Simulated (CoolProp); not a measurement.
Vapour-liquid equilibrium of CH3F (R41) (1) + chloromethane (R40) (2) at 0.931 MPa; x and y are mole fractions of (1).

Computed with CoolProp (multi-fluid Helmholtz-energy mixture model, Lemmon 2006 and Thol 2014; pair parameters Bell 2016).

```json
[
 {"x": "0.05", "bubble temperature (°C)": "34.6", "y at the bubble point": "0.202", "dew temperature at overall composition x (°C)": "40.6", "liquid density (mol/L)": "17.73"},
 {"x": "0.2", "bubble temperature (°C)": "15.5", "y at the bubble point": "0.584", "dew temperature at overall composition x (°C)": "34.7", "liquid density (mol/L)": "18.78"},
 {"x": "0.35", "bubble temperature (°C)": "2.0", "y at the bubble point": "0.768", "dew temperature at overall composition x (°C)": "28.1", "liquid density (mol/L)": "19.64"},
 {"x": "0.5", "bubble temperature (°C)": "-7.4", "y at the bubble point": "0.864", "dew temperature at overall composition x (°C)": "20.4", "liquid density (mol/L)": "20.37"},
 {"x": "0.65", "bubble temperature (°C)": "-14.4", "y at the bubble point": "0.921", "dew temperature at overall composition x (°C)": "11.1", "liquid density (mol/L)": "21.00"},
 {"x": "0.8", "bubble temperature (°C)": "-19.9", "y at the bubble point": "0.959", "dew temperature at overall composition x (°C)": "-0.9", "liquid density (mol/L)": "21.57"},
 {"x": "0.95", "bubble temperature (°C)": "-24.7", "y at the bubble point": "0.990", "dew temperature at overall composition x (°C)": "-18.5", "liquid density (mol/L)": "22.11"}
]
```

No azeotrope shows between x = 0.05 and 0.95.

Pair parameters are fitted to limited data, so mixtures are less certain than the pure fluids.
